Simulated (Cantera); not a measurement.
**Adiabatic ignition**

An adiabatic, constant-pressure homogeneous reactor starts with 6.63 % H₂, 19.5 % O₂, 73.3 % N₂, 0.527 % NO, at 1148 K and 12.8 atm.

Detailed kinetics in Cantera: GRI-Mech 3.0 (53 species, 325 reactions). The hydrogen kinetics of GRI-Mech 3.0 are dated; newer H2 mechanisms differ, most at raised pressure. The pressure lies above the range GRI-Mech 3.0 was tuned for (to about 10 atm). The mechanism lacks 2 NO + O2 → 2 NO2 and HONO, so NO2 and the effect of NO are under-described below about 1400 K.

| t (s) | T (K) | x H₂ | x O₂ | x NO | x H | x HO₂ |
|---|---|---|---|---|---|---|
| 8.00e-6 | 1148 | 0.0663 | 0.195 | 0.00526 | 3.67e-7 | 2.18e-6 |
| 2.20e-5 | 1222 | 0.0563 | 0.190 | 0.00473 | 7.46e-5 | 0.000316 |
| 6.02e-5 | 1628 | 8.14e-6 | 0.167 | 0.00510 | 9.57e-8 | 2.54e-6 |
| 0.000165 | 1628 | 6.17e-7 | 0.167 | 0.00518 | 2.01e-8 | 9.39e-7 |
| 0.000454 | 1628 | 4.56e-7 | 0.167 | 0.00522 | 1.46e-8 | 6.39e-7 |
| 0.00124 | 1628 | 4.38e-7 | 0.167 | 0.00522 | 1.37e-8 | 6.09e-7 |
| 0.00341 | 1628 | 4.32e-7 | 0.167 | 0.00522 | 1.34e-8 | 6.00e-7 |
| 0.00937 | 1628 | 4.31e-7 | 0.167 | 0.00522 | 1.34e-8 | 5.99e-7 |
| 0.0257 | 1628 | 4.31e-7 | 0.167 | 0.00522 | 1.34e-8 | 5.99e-7 |
| 0.0706 | 1628 | 4.31e-7 | 0.167 | 0.00522 | 1.34e-8 | 5.99e-7 |
| 0.194 | 1629 | 4.31e-7 | 0.167 | 0.00521 | 1.34e-8 | 5.99e-7 |
| 0.531 | 1629 | 4.32e-7 | 0.167 | 0.00520 | 1.34e-8 | 5.99e-7 |
| 1.46 | 1629 | 4.32e-7 | 0.167 | 0.00517 | 1.34e-8 | 6.00e-7 |
| 4.00 | 1629 | 4.33e-7 | 0.168 | 0.00507 | 1.35e-8 | 6.01e-7 |
x: mole fraction; the columns are a selection and need not sum to one.

```yaml
time_of_steepest_temperature_rise: 28.8 µs
temperature at 4.00 s: 1629 K
equilibrium_temperature: 1637 K
x(H₂) at 4.00 s: 4.33e-7 (gas-phase equilibrium 4.70e-7)
x(O₂) at 4.00 s: 0.168 (gas-phase equilibrium 0.169)
x(NO) at 4.00 s: 0.00507 (gas-phase equilibrium 0.00200)
```
